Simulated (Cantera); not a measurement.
An adiabatic, constant-volume homogeneous reactor starts with CH₄ : O₂ : N₂ : H₂O = 1 : 2.67 : 10 : 2.4 (molar parts), equivalence ratio 0.75, at 1750 K and 0.987 atm. Integrator tolerance rtol = 1e-08.

Model: GRI-Mech 3.0 (53 species, 325 reactions), integrated in Cantera.

Q: What does this change do: initial temperature 1750 to 1548 K?

A: 
| quantity | before | after |
|---|---|---|
| time of steepest temperature rise | 0.150 ms | 0.826 ms |
| temperature at 4.00 s | 2718 K | 2648 K |
| equilibrium temperature | 2718 K | 2648 K |
| x(CH₄) at 4.00 s | <1e-12 (gas-phase equilibrium <1e-12) | <1e-12 (gas-phase equilibrium <1e-12) |
| x(O₂) at 4.00 s | 0.0421 (gas-phase equilibrium 0.0421) | 0.0409 (gas-phase equilibrium 0.0409) |
| x(H₂O) at 4.00 s | 0.236 (gas-phase equilibrium 0.236) | 0.245 (gas-phase equilibrium 0.245) |
| x(N₂O) at 4.00 s | 7.88e-7 (gas-phase equilibrium 7.88e-7) | 7.34e-7 (gas-phase equilibrium 7.34e-7) |
| x(HO₂) at 4.00 s | 1.25e-5 (gas-phase equilibrium 1.25e-5) | 1.08e-5 (gas-phase equilibrium 1.08e-5) |
| x(C₂H₂) at 4.00 s | <1e-12 (gas-phase equilibrium <1e-12) | <1e-12 (gas-phase equilibrium <1e-12) |
| x(NO) at 4.00 s | 0.0128 (gas-phase equilibrium 0.0128) | 0.0114 (gas-phase equilibrium 0.0114) |
